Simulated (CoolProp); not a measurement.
Properties of R152A along the isobar 11.9 MPa (Tc = 113.3 °C, pc = 4.517 MPa, ω = 0.275).

Model: reference Helmholtz-energy equation of state, Outcalt 1996, in CoolProp. It is a modified Benedict-Webb-Rubin equation, recast in Helmholtz form.

| T (°C) | phase | density (kg/m³) | isothermal compressibility (1/MPa) | expansivity (1/kK) |
|---|---|---|---|---|
| 98.15 | liquid | 755.1 | 0.01005 | 3.945 |
| 114.25 | supercritical | 704.2 | 0.01480 | 4.777 |
| 130.35 | supercritical | 646.2 | 0.02308 | 5.978 |
| 146.45 | supercritical | 579.4 | 0.03785 | 7.635 |
| 162.55 | supercritical | 505.0 | 0.06116 | 9.382 |
| 178.55 | supercritical | 431.3 | 0.08615 | 10.09 |
| 194.65 | supercritical | 368.3 | 0.1016 | 9.342 |
| 210.75 | supercritical | 320.3 | 0.1062 | 7.972 |
| 226.85 | supercritical | 284.7 | 0.1053 | 6.682 |
